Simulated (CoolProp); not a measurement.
Vapour-liquid equilibrium of cis-2-butene (1) + acetone (2) at 0.914 MPa; x and y are mole fractions of (1).

Model: multi-fluid Helmholtz-energy mixture model, Lemmon 2005 and Lemmon 2006; pair parameters Bell 2016, in CoolProp.

### Question
Give the bubble temperature and the first vapour's composition at x = 0.2, 0.35, 0.5. Is there an azeotrope?

### Answer
x = 0.2: 383.0 K, y = 0.526; x = 0.35: 371.0 K, y = 0.686; x = 0.5: 364.0 K, y = 0.771. No azeotrope shows between x = 0.05 and 0.95.

Pair parameters are fitted to limited data, so mixtures are less certain than the pure fluids.
